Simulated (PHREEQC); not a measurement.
Metal-bearing waste water: an equilibrium model

A solution holds 0.0093 mol/kgw FeCl3, 1.5e-05 mol/kgw H3AsO4, 0.00048 mol/kgw HCl and 0.036 mol/kgw Na2SO4, at 25 °C. Closed to the air; pH follows from the charge balance.

Model: ion-association model, wateq4f.dat, run in PHREEQC.

No solid was allowed to form.

Task: Predict the pH, ionic strength.

Result: pH 3.02; ionic strength 0.107 mol/kgw.

Task: In which forms is As present?

Result: H2AsO4- 87 %, H3AsO4 13 % of the As.

Examples of supersaturated solids here: Jarosite-Na, Hematite (slow to form). Others may be too. The database's scorodite may be far more soluble than the real mineral, and it has no iron arsenate complexes; the constant wasn't checked at its source.
